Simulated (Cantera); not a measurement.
What does this Cantera script print?

```python
import numpy as np
import cantera as ct

gas = ct.Solution("h2o2.yaml")
gas.TPX = 700, 82000, {'H2': 1, 'O2': 0.179, 'N2': 0.671, 'H2O': 0.25}
flame = ct.FreeFlame(gas, width=0.046)
flame.set_refine_criteria(ratio=3, slope=0.08, curve=0.16)
flame.transport_model = "mixture-averaged"
flame.solve(loglevel=0, auto=True)
z, T = flame.grid, flame.T
thick = (T[-1] - T[0]) / np.gradient(T, z).max()
show = ['H2', 'O2', 'H2O', 'H', 'H2O2', 'OH']
print(f"laminar burning velocity  {flame.velocity[0] * 100:.3f} cm/s")
print(f"burnt temperature         {T[-1]:.1f} K")
print(f"thermal thickness         {thick * 1e3:.4f} mm")
print(f"grid points               {len(z)}")
z0 = z[flame.heat_release_rate.argmax()]
print(f"{'z/mm':>9s}{'T/K':>9s}{'u/(m/s)':>9s}" + "".join(f"{s:>11s}" for s in show))
rows = []
for k in (-3, -2, -1.5, -1, -0.5, -0.25, 0, 0.25, 0.5, 1, 2, 4, 8):
    zz = z0 + k * thick
    rows.append([k * thick, np.interp(zz, z, T), np.interp(zz, z, flame.velocity),
                 *(np.interp(zz, z, flame.X[gas.species_index(s)]) for s in show)])
    print(f"{rows[-1][0] * 1e3:9.3f}{rows[-1][1]:9.1f}{rows[-1][2]:9.3f}" + "".join(f"{x:11.3e}" for x in rows[-1][3:]))
```

Output:

```
laminar burning velocity  894.769 cm/s
burnt temperature         1944.6 K
thermal thickness         0.6147 mm
grid points               135
     z/mm      T/K  u/(m/s)         H2         O2        H2O          H       H2O2         OH
   -1.844    700.0    8.948  4.762e-01  8.524e-02  1.190e-01  5.384e-15  8.217e-14  1.223e-17
   -1.229    700.0    8.948  4.762e-01  8.524e-02  1.190e-01  1.333e-11  3.629e-13  2.737e-14
   -0.922    700.0    8.948  4.762e-01  8.524e-02  1.190e-01  2.762e-09  2.141e-11  5.394e-12
   -0.615    700.1    8.948  4.761e-01  8.524e-02  1.191e-01  5.906e-07  3.631e-09  2.440e-09
   -0.307    727.0    9.244  4.718e-01  8.484e-02  1.214e-01  4.606e-04  3.146e-06  5.260e-05
   -0.154    891.9   11.144  4.472e-01  7.895e-02  1.398e-01  6.494e-03  4.350e-06  3.274e-04
    0.000   1189.3   14.543  3.803e-01  5.287e-02  1.987e-01  3.221e-02  1.088e-06  1.054e-03
    0.154   1402.7   17.033  3.162e-01  1.710e-02  2.692e-01  5.812e-02  5.864e-07  1.874e-03
    0.307   1499.5   18.143  2.969e-01  3.659e-03  2.964e-01  6.290e-02  3.773e-07  2.029e-03
    0.615   1586.2   19.086  2.978e-01  3.389e-04  3.046e-01  5.534e-02  2.705e-07  2.132e-03
    1.229   1672.8   19.997  3.057e-01  1.092e-04  3.072e-01  4.306e-02  1.778e-07  2.076e-03
    2.459   1754.4   20.837  3.136e-01  6.210e-05  3.097e-01  3.088e-02  9.877e-08  1.803e-03
    4.918   1821.9   21.521  3.203e-01  2.998e-05  3.119e-01  2.055e-02  4.807e-08  1.387e-03
```

Cantera simulation using the H2/O2 subset of GRI-Mech 3.0, which has no nitrogen chemistry; the numbers are that mechanism's predictions, not measurements. Burning velocities carry a grid error of a few per cent, more on coarse grids.
